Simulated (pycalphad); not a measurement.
CALPHAD calculation (pycalphad, COST 507 light-alloy database (1999)), 1 atm. These are 1990s assessments: newer ones move some temperatures and phases.

Molar enthalpy of Al-58.2Si (at.%) in equilibrium (SER reference):

```csv
T (K),H (kJ/mol),phases
2350,88.94,liquid
2250,86.03,liquid
2150,83.12,liquid
2050,80.21,liquid
1950,77.30,liquid
1850,74.39,liquid
1750,71.48,liquid
1650,68.57,liquid
1550,65.65,liquid
1500,64.19,liquid
1450,62.73,liquid
1350,52.93,liquid + diamond (Si)
1250,43.32,liquid + diamond (Si)
1150,36.11,liquid + diamond (Si)
1050,30.24,liquid + diamond (Si)
950,25.21,liquid + diamond (Si)
850,14.33,diamond (Si) + fcc
800,12.83,diamond (Si) + fcc
750,11.38,diamond (Si) + fcc
650,8.63,diamond (Si) + fcc
550,6.02,diamond (Si) + fcc
```

Cooling from 1450 K to 850 K, across the freezing range, releases 48.4 kJ/mol, or 1750 J/g. The slope is 29 J/(mol K) in the liquid and 30 J/(mol K) just below the solidus, where it includes any heat of precipitation. Liquidus 1415 K, solidus 850 K. Changes were sought between steps of 50 K, so a narrower field can be missed.
